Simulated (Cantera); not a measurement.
A perfectly stirred reactor is fed with 100 % N₂O, at 1.00 bar; it is held at 1600 K, and followed from long to short residence time.

Detailed kinetics in Cantera: GRI-Mech 3.0 (53 species, 325 reactions). GRI-Mech 3.0 was tuned for natural gas; its chemistry of N2O as a main component is partial and can be far from experiment. The temperature is held fixed by assumption; the heat of reaction is taken as removed at once.

**Question.** Predict: x(N₂O) at τ = 3.40 s; x(O₂) at τ = 3.40 s; x(NO) at τ = 3.40 s; x(NO₂) at τ = 3.40 s; x(N₂) at τ = 3.40 s; x(N₂O) at τ = 85.0 ms; x(O₂) at τ = 85.0 ms; x(NO) at τ = 85.0 ms; x(NO₂) at τ = 85.0 ms; x(N₂) at τ = 85.0 ms.

**Answer.** 
```json
{
  "x(N₂O) at τ = 3.40 s": "0.00210",
  "x(O₂) at τ = 3.40 s": "0.312",
  "x(NO) at τ = 3.40 s": "0.0403",
  "x(NO₂) at τ = 3.40 s": "0.000211",
  "x(N₂) at τ = 3.40 s": "0.645",
  "x(N₂O) at τ = 85.0 ms": "0.0607",
  "x(O₂) at τ = 85.0 ms": "0.255",
  "x(NO) at τ = 85.0 ms": "0.116",
  "x(NO₂) at τ = 85.0 ms": "0.000633",
  "x(N₂) at τ = 85.0 ms": "0.568"
}
```
